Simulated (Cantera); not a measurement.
Charge: 1 mol Si3N4, 0.0072 mol C, 0.041 mol N2, at 1.00 bar.

Method: chemical equilibrium by Gibbs-energy minimisation in Cantera with the NASA 1993 tables (ideal gas, pure condensed phases). Candidate condensed phases: C, Si, SiC, Si3N4; 32 gas species. Ions and electrons are included (thermal ionisation). Mutual solubility and eutectic melting of coexisting phases are not modelled. The numbers say what is thermodynamically allowed, not how fast it happens.

Problem. What share of the Si ends up in condensed phases as a function of T (K), at 2500, 3000, 3500, 4000, 4500, 5000?

Solution. 
```
T (K)  Si condensed (%)              as
-----  ----------------  --------------
2500               99.5  Si(l) + SiC(s)
3000               89.4           Si(l)
3500                0.0               -
4000                0.0               -
4500                0.0               -
5000                0.0               -
```
